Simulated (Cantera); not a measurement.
Charge: 1 mol SiH₄, 2 mol NH₃, 20 mol N₂, equilibrated at 0.0133 bar.

Equilibrium computed with Cantera from the NASA thermochemical tables; the gas is ideal and each condensed phase is pure. Candidate condensed phases: Si, Si₃N₄; 18 gas species. Gases not in the tables: Si₂H₆ and higher silanes. Equilibrium is a limit: real reactors are often held back by kinetics, nucleation or transport.

Q: What share of the Si ends up in condensed phases as a function of T (K), at 1523, 1623, 1723, 1823, 1923, 2023, 2123?

A: 
| T (K) | Si condensed (%) | as |
|---|---|---|
| 1523 | 100.0 | Si₃N₄(s) |
| 1623 | 100.0 | Si₃N₄(s) |
| 1723 | 99.9 | Si₃N₄(s) |
| 1823 | 98.9 | Si(l) |
| 1923 | 96.0 | Si(l) |
| 2023 | 87.1 | Si(l) |
| 2123 | 61.7 | Si(l) |
